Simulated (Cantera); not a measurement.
What does this Cantera script print?

```python
import numpy as np
import cantera as ct

gas_names = [...]  # 113 gases of nasa_gas.yaml made of C, Cu, H, O
cond_names = """
    C(gr) C6H6(L) C7H8(L) C8H18(L),n-octa Cu(cr) Cu(L) CuO(s) CuO2H2(s) Cu2O(s) Cu2O(L) H2O(s) H2O(L)
""".split()


# ... load() reads the species with a 1 bar reference pressure and builds the phases ...
atoms = {
    'Cu2O': {'Cu': 2, 'O': 1},
    'CO': {'C': 1, 'O': 1},
    'H2': {'H': 2},
}
top_T = {'C(gr)': 4500, 'CuO(s)': 1390}  # K; cautious upper limits of use, not melting points


# ... equilibrate(T, P, feed) seeds the gas with the atoms and calls Mixture.equilibrate('TP', solver="vcs", rtol=1e-11, max_steps=5000) ...
results = []
feed = {'Cu2O': 1, 'CO': 6.5, 'H2': 0.16}  # mol
T = 2450  # K
P = 53000  # Pa
mix = equilibrate(T, P, feed)
results.append((T, P, feed, dict(zip(mix.species_names, mix.species_moles))))
x = sorted(zip(gas.X, gas.species_names), reverse=True)
print(f"T = {T:g} K  P = {P:g} Pa  gas = {mix.phase_moles(0):.4g} mol")
print("   x: " + "  ".join(f"{s} {v:.3e}" for v, s in x if v > 1e-06))
print("   condensed (mol): " + ("  ".join(f"{mix.phase(i).name} {mix.phase_moles(i):.4g}"
      for i in range(1, mix.n_phases) if mix.phase_moles(i) > 1e-12) or "none"))
```

Result:

```
T = 2450 K  P = 53000 Pa  gas = 8.649 mol
   x: CO 6.452e-01  Cu 2.253e-01  CO2 1.064e-01  H2 8.495e-03  H2O 8.484e-03  Cu2 2.936e-03  H 2.544e-03  OH 4.964e-04  O 9.863e-05  CuO 7.787e-05  O2 4.059e-05
   condensed (mol): none
```

Equilibrium computed with Cantera from the NASA thermochemical tables; the gas is ideal and each condensed phase is pure.
